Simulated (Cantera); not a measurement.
**Catalytic combustion on Pt**

An isothermal plug-flow reactor at 1275 K and 0.336 atm (inlet), inlet velocity 0.087 m/s, active area per volume 210 1/m; feed 0.623 % CH4, 6.58 % O2, 92.8 % N2, equivalence ratio 0.19.

Cantera simulation using Deutschmann's 1995 Pt surface mechanism with GRI-Mech 3.0 gas chemistry; the numbers are that mechanism's predictions, not measurements. Catalytic surfaces can have several steady states; this one follows from the mechanism file's or the stated starting coverage. Mass transfer to the wall is taken as infinitely fast.

```tsv
z (m)	x CH4	x O2	x H2O	x CO2	x CO	θ free Pt	θ O*
0.00018	0.00386	0.0612	0.00463	0.00229	9.92e-6	0.616	0.383
0.00035	0.00241	0.0584	0.00743	0.00366	6.47e-6	0.619	0.381
0.00068	0.000941	0.0555	0.0103	0.00507	2.95e-6	0.621	0.378
0.0013	0.000154	0.0539	0.0119	0.00588	8.18e-7	0.622	0.377
0.0025	4.44e-6	0.0535	0.0123	0.00609	1.26e-7	0.623	0.377
0.0049	6.37e-9	0.0534	0.0124	0.00614	4.55e-8	0.623	0.377
0.0094	4.00e-10	0.0534	0.0124	0.00618	1.52e-8	0.623	0.376
0.018	2.00e-10	0.0534	0.0124	0.00620	3.69e-9	0.623	0.376
```
x: gas mole fraction; θ: surface coverage.
